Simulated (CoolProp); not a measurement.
n-pentane along the isotherm 281.2 K: density (kg/m³) from the reference equation and from simpler models built on Tc = 469.7 K, pc = 3368 kPa, ω = 0.251; each cubic takes its own stable root.

Computed with CoolProp (reference Helmholtz-energy equation of state, Thol 2019).

```
p (kPa)   phase  reference
-------  ------  ---------
168      liquid      638.0
337      liquid      638.2
505      liquid      638.3
674      liquid      638.5
842      liquid      638.7
1010     liquid      638.9
1180     liquid      639.1
1350     liquid      639.3
1520     liquid      639.5
1680     liquid      639.7
```

Q: How far does each simpler model (van der Waals, Redlich-Kwong, Peng-Robinson) lie from the reference over these 10 states: mean and median of the absolute difference, and the worst?

A: 
- van der Waals: mean 45.6 %, median 39.6 %, worst -99.1 % at 281.2 K and 168 kPa
- Redlich-Kwong: mean 11.3 %, median 11.3 %, worst -11.4 % at 281.2 K and 168 kPa
- Peng-Robinson: mean 3.0 %, median 3.0 %, worst +3.0 % at 281.2 K and 1680 kPa

At some of these states van der Waals gives the other phase, because its saturation line lies elsewhere.
